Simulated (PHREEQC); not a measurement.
Synthetic water in mg/kgw, 25 °C, pH 6.39, pe 9.5: Na 2320; K 582; Ca 8.82; Mg 203; Cl 4270; S(6) as SO4 603; Alkalinity as HCO3 5.44; O(0) (dissolved oxygen) 0.859.

Valence states are taken as typed.

Model: ion-association model, phreeqc.dat, run in PHREEQC.

Precipitation was switched off in this run.

Problem. Estimate the specific conductance, density, charge-balance error.

Solution. specific conductance 13400 µS/cm; density 1.003 g/cm³; charge-balance error -0.1 %.

Problem. In which forms is Ca present?

Solution. Ca+2 92 %, CaSO4 8.2 % of the Ca.
